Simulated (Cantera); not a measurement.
**Gas-phase reforming**

An isothermal, constant-pressure homogeneous reactor starts with 17.5 % CH₄, 63.2 % H₂O, 19.3 % H₂, at 1575 K and 100.0 Torr.

Cantera simulation using GRI-Mech 3.0 (53 species, 325 reactions); the numbers are that mechanism's predictions, not measurements.

| t (s) | x CH₄ | x H₂O | x H₂ | x C₂H₂ | x CH₂O |
|---|---|---|---|---|---|
| 1.00e-5 | 0.175 | 0.632 | 0.193 | <1e-12 | <1e-12 |
| 3.98e-5 | 0.175 | 0.632 | 0.193 | <1e-12 | 2.34e-11 |
| 0.000158 | 0.175 | 0.632 | 0.193 | 4.13e-11 | 1.32e-9 |
| 0.000631 | 0.175 | 0.632 | 0.193 | 1.56e-8 | 7.29e-8 |
| 0.00251 | 0.175 | 0.631 | 0.193 | 5.29e-6 | 1.84e-6 |
| 0.0100 | 0.171 | 0.630 | 0.196 | 0.000470 | 5.16e-6 |
| 0.0398 | 0.158 | 0.623 | 0.211 | 0.00566 | 4.65e-6 |
| 0.158 | 0.119 | 0.600 | 0.256 | 0.0219 | 3.21e-6 |
| 0.631 | 0.0594 | 0.553 | 0.334 | 0.0434 | 1.47e-6 |
| 2.51 | 0.0263 | 0.476 | 0.416 | 0.0390 | 5.41e-7 |
| 10.0 | 0.0143 | 0.379 | 0.497 | 0.0137 | 1.85e-7 |
x: mole fraction; the columns are a selection and need not sum to one.

Equilibrium at this temperature and pressure: CH₄ 1.89e-9, H₂O 0.316, H₂ 0.554, C₂H₂ <1e-12, CH₂O 3.46e-9 (gas phase only).
